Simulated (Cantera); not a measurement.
A perfectly stirred reactor is fed with H₂ : O₂ : N₂ = 0.73 : 1 : 1.6 (molar parts), equivalence ratio 0.36, at 0.320 bar; it is held at 973 K, and followed from long to short residence time.

Detailed kinetics in Cantera: GRI-Mech 3.0 (53 species, 325 reactions). The temperature is held fixed by assumption; the heat of reaction is taken as removed at once.

```csv
quantity,before,after
x(H₂) at τ = 18.0 s,0.00207,0.122
x(O₂) at τ = 18.0 s,0.215,0.262
x(OH) at τ = 18.0 s,1.33e-6,1.32e-8
x(HO₂) at τ = 18.0 s,2.16e-5,2.50e-5
x(H₂O) at τ = 18.0 s,0.244,0.108
x(H₂) at τ = 61.0 ms,0.0222,0.219
x(O₂) at τ = 61.0 ms,0.223,0.300
x(OH) at τ = 61.0 ms,3.26e-5,6.43e-10
x(HO₂) at τ = 61.0 ms,0.000107,6.90e-6
x(H₂O) at τ = 61.0 ms,0.221,2.94e-5
```

Q: Which change was made?
A. H2 0.73 to 0.082 parts
B. temperature 973 to 1025 K
C. temperature 973 to 850 K
D. temperature 973 to 1073 K

A: C, temperature 973 to 850 K
